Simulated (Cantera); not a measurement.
Input: 1 mol SiF4, 0.72 mol NH3, 0.9 mol H2, equilibrated at 773.15 K.

Cantera equilibrium calculation (NASA polynomials, part measured and part estimated; ideal gas, pure solids and liquids). Candidate condensed phases: Si, Si3N4; 37 gas species. The numbers say what is thermodynamically allowed, not how fast it happens.

Task: At 12.0 mbar, list the 5 most abundant gas species with their mole fractions, and the condensed phases.

Result: H2 0.593, SiF4 0.299, N2 0.108, HF 7.01e-5, SiHF3 4.35e-5. Condensed: gas only.
